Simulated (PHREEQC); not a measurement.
Consider water at 20 °C with 0.0065 mol/kgw HF, 0.046 mol/kgw KOH and 0.0047 mol/kgw LiCl. Closed to the air; pH follows from the charge balance.

Equilibrium calculation in PHREEQC: ion-association model, wateq4f.dat.

This is a speciation only: nothing precipitates in the calculation.

Estimate the pH.

pH 12.68.
